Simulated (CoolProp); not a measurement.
Vapour-liquid equilibrium of toluene (1) + m-xylene (2) at 1.36 MPa; x and y are mole fractions of (1).

The numbers come from the multi-fluid Helmholtz-energy mixture model, Lemmon 2006 and Zhou 2012; pair parameters Bell 2016 in CoolProp.

```csv
x,"bubble temperature, mixture model (K)","bubble temperature, Raoult's law (K)","y, mixture model","y, Raoult's law"
0.05,542.2,542.1,0.070,0.080
0.2,535.8,535.8,___,0.294
0.35,529.8,530.1,___,0.475
0.5,524.2,524.7,0.595,0.628
0.65,___,519.7,0.729,0.760
0.8,514.6,515.1,0.850,0.873
0.95,510.6,510.7,0.963,0.970
```

### Question
Fill in the missing entries.

### Answer

- 0.2, y, mixture model: 0.267
- 0.35, y, mixture model: 0.441
- 0.65, bubble temperature, mixture model (K): 519.1

The largest gap from Raoult's law is -0.6 K in bubble temperature, at x = 0.65. No azeotrope shows between x = 0.05 and 0.95.

The pair parameters rest on a limited set of measurements; away from them the model extrapolates.
